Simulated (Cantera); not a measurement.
A perfectly stirred reactor is fed with C3H8 : O2 : N2 = 1 : 6.76 : 25.4 (molar parts), equivalence ratio 0.74, at 1.01 bar; it is adiabatic with a 650 K inlet, and is followed from long to short residence time, starting on the burning branch (τ in s: 0.2, 0.074, 0.027, 0.01, 0.0037, 0.0014, 0.0005, 0.00018, 6.7e-05, 2.5e-05).

Detailed kinetics in Cantera: GRI-Mech 3.0 (53 species, 325 reactions). GRI-Mech 3.0 was tuned for natural gas; its chemistry of propane as a main component is partial and can be far from experiment.

Task: Predict: blow-out, bracketed by the residence times tried; x(C3H8) at τ = 0.200 s; x(O2) at τ = 0.200 s; x(CH2O) at τ = 0.200 s; x(CO) at τ = 0.200 s; x(H) at τ = 0.200 s; x(C3H8) at τ = 1.40 ms; x(O2) at τ = 1.40 ms; x(CH2O) at τ = 1.40 ms; x(CO) at τ = 1.40 ms; x(H) at τ = 1.40 ms.

Result: 
```
Item                                                                           Value
------------------------------------------------  ----------------------------------
blow-out, bracketed by the residence times tried  burning at 67.0 µs, out at 25.0 µs
x(C3H8) at τ = 0.200 s                                                       8.76e-8
x(O2) at τ = 0.200 s                                                          0.0505
x(CH2O) at τ = 0.200 s                                                       1.47e-7
x(CO) at τ = 0.200 s                                                         0.00244
x(H) at τ = 0.200 s                                                         0.000150
x(C3H8) at τ = 1.40 ms                                                       5.75e-6
x(O2) at τ = 1.40 ms                                                          0.0557
x(CH2O) at τ = 1.40 ms                                                       9.46e-6
x(CO) at τ = 1.40 ms                                                          0.0127
x(H) at τ = 1.40 ms                                                          0.00219
```
